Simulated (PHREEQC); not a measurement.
A solution holds 0.034 mol HCl and 0.0029 mol CuSO4 per kg of water, at 55 °C. Closed to the air; pH follows from the charge balance.

Computed with PHREEQC (ion-association model, phreeqc.dat).

```json
[
 {"quantity": "pH", "before": "1.56", "after": "1.57"},
 {"quantity": "ionic strength (mol/kgw)", "before": "0.0401", "after": "0.0391"},
 {"quantity": "Cu+2 (mol/kgw)", "before": "0.00240", "after": "0.00210"},
 {"quantity": "HSO4- (mol/kgw)", "before": "0.00213", "after": "0.00239"},
 {"quantity": "SO4-2 (mol/kgw)", "before": "0.000680", "after": "0.000456"},
 {"quantity": "CuCl+ (mol/kgw)", "before": "0.000403", "after": "0.000731"}
]
```

**Question.** Name the change that produced these shifts.
A. CuSO4 from 0.0029 to 0.00029 mol/kgw
B. temperature from 55 to 75 °C
C. diluted 5-fold with water

**Answer.** B, temperature from 55 to 75 °C

No solid was allowed to form. Constants without temperature data keep their 25 °C values here.
